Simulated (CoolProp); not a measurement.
Computed with CoolProp (reference Helmholtz-energy equation of state, Kamei 1995).

### Question
Give the vapour pressure (MPa), enthalpy of vaporisation (kJ/kg), surface tension (mN/m), vapour viscosity (µPa s) of saturated R22 at -24.15 °C.

### Answer
```tsv
T (°C)	p (MPa)	enthalpy of vaporisation (kJ/kg)	surface tension (mN/m)	vapour viscosity (µPa s)
-24.15	0.208	223	15.6	11.5
```

Viscosity comes from a separate model (Bell 2016), an estimate that may be off by 10 % or more. Surface tension comes from a separate correlation (Mulero 2012).
